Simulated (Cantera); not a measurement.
## Oxide etching and cleaning by halides: B2O3 + HF

Input: 1 mol B2O3, 3.1 mol HF, equilibrated at 13.3 mbar.

Method: chemical equilibrium by Gibbs-energy minimisation in Cantera with the NASA 1993 tables (ideal gas, pure condensed phases). Candidate condensed phases: B, B2O3, B3O3H3, H2O; 43 gas species. Gases not in the tables: H3BO3. Kinetics and transport are ignored.

```csv
T (°C),x HF,x BOF,x H2O,x BF3,x HBO2,x B3O3F3,x B2O3,n B2O3(l)
800,0.393,0.00240,0.362,0.216,0.000565,0.0251,6.47e-9,0.590
850,0.422,0.00596,0.343,0.203,0.00130,0.0248,4.64e-8,0.601
900,0.446,0.0136,0.324,0.189,0.00277,0.0241,2.79e-7,0.607
950,0.465,0.0288,0.305,0.173,0.00548,0.0229,1.44e-6,0.604
1000,0.475,0.0566,0.284,0.153,0.0102,0.0210,6.51e-6,0.583
1050,0.470,0.103,0.262,0.129,0.0179,0.0181,2.61e-5,0.534
1100,0.445,0.173,0.239,0.0979,0.0299,0.0141,9.39e-5,0.441
1150,0.397,0.264,0.218,0.0636,0.0476,0.00934,0.000308,0.288
1200,0.329,0.359,0.199,0.0331,0.0735,0.00493,0.000927,0.0671
1250,0.318,0.392,0.187,0.0193,0.0797,0.00150,0.00133,0
1300,0.328,0.400,0.180,0.0121,0.0774,0.000410,0.00149,0
1350,0.335,0.404,0.175,0.00757,0.0760,0.000118,0.00167,0
1400,0.339,0.406,0.171,0.00475,0.0752,3.63e-5,0.00187,0
1450,0.342,0.407,0.169,0.00303,0.0749,1.19e-5,0.00209,0
```
x: gas mole fraction; n: condensed amount in mol.

From 800 °C to 1200 °C the condensed part is B2O3(l). From 1250 °C to 1450 °C nothing is condensed.
